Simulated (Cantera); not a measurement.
An isothermal, constant-pressure homogeneous reactor starts with 21.7 % CH4, 78.3 % CO2, at 1798 K and 0.290 bar.

Detailed kinetics in Cantera: GRI-Mech 3.0 (53 species, 325 reactions).

x: mole fraction; the columns are a selection and need not sum to one.

```
t (s)        x CH4  x CO2   x CH2CO       x HCO       x O
--------  --------  -----  --------  ----------  --------
0.000500     0.205  0.777   4.26e-8  (withheld)  7.12e-10
0.00131      0.165  0.748   2.70e-6  (withheld)   2.08e-9
0.00346      0.107  0.674   2.71e-5  (withheld)   2.38e-9
0.00909     0.0522  0.553   7.98e-5  (withheld)   3.26e-9
0.0239      0.0138  0.408  0.000168  (withheld)   6.16e-9
0.0628     0.00518  0.316  0.000119  (withheld)   1.23e-8
0.165      0.00349  0.249   3.50e-5  (withheld)   1.67e-8
0.434     0.000964  0.213   3.57e-6     1.95e-8   2.39e-8
1.14       2.27e-6  0.207   5.30e-9     1.85e-8   3.39e-8
3.00      6.99e-11  0.207    <1e-12     1.89e-8   3.55e-8
```

Task: Some entries are withheld; supply them.

Result: 
- 0.000500, x HCO: 2.11e-7
- 0.00131, x HCO: 4.60e-7
- 0.00346, x HCO: 2.97e-7
- 0.00909, x HCO: 1.77e-7
- 0.0239, x HCO: 1.20e-7
- 0.0628, x HCO: 7.48e-8
- 0.165, x HCO: 3.63e-8
